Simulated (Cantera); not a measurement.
Feed: 1 mol SiCl4, 0.21 mol H2O, 1.8 mol H2, held at 13.3 mbar.

Equilibrium computed with Cantera from the NASA thermochemical tables; the gas is ideal and each condensed phase is pure. Candidate condensed phases: H2O, Si, SiO2; 30 gas species. The numbers say what is thermodynamically allowed, not how fast it happens. All values below are at 475 °C.

Base state: H2 0.577, SiCl4 0.287, HCl 0.135, SiHCl3 0.000537 (mole fractions); condensed: SiO2(α-quartz).

Task: What changes in the equilibrium state with this change: SiCl4 replaced by SiH4?

Result: 
```json
[
 {"species": "H2", "before": "0.577", "after": "1.00"},
 {"species": "SiCl4", "before": "0.287", "after": "0"},
 {"species": "HCl", "before": "0.135", "after": "0"},
 {"species": "SiHCl3", "before": "0.000537", "after": "0"},
 {"species": "SiO2(α-quartz), mol", "before": "0.105", "after": "0.105"},
 {"species": "Si(s), mol", "before": "0", "after": "0.895"}
]
```
